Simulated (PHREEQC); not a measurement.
Make-up at 25 °C: 5.7 mol LiCl, 0.035 mol MgSO4 and 0.081 mol NaCl per kg of water. Closed to the air; pH follows from the charge balance.

The numbers come from PHREEQC with the Pitzer model, pitzer.dat.

- ionic strength = 5.92 mol/kgw
- activity of water = 0.692
- density = 1.116 g/cm³
- osmotic coefficient = 1.755

```tsv
species	molality	activity	log γ
Cl-	5.78	3.53	-0.214
Li+	5.70	61.7	1.035
Na+	0.0810	0.335	0.617
Mg+2	0.0350	0.735	1.322
SO4-2	0.0350	0.000145	-2.383
MgOH+	2.97e-7	5.56e-7	0.272
HSO4-	2.83e-7	1.96e-8	-1.159
H+	1.05e-7	1.42e-6	1.130
OH-	9.09e-8	4.93e-9	-1.266
```

This is a speciation only: nothing precipitates in the calculation.
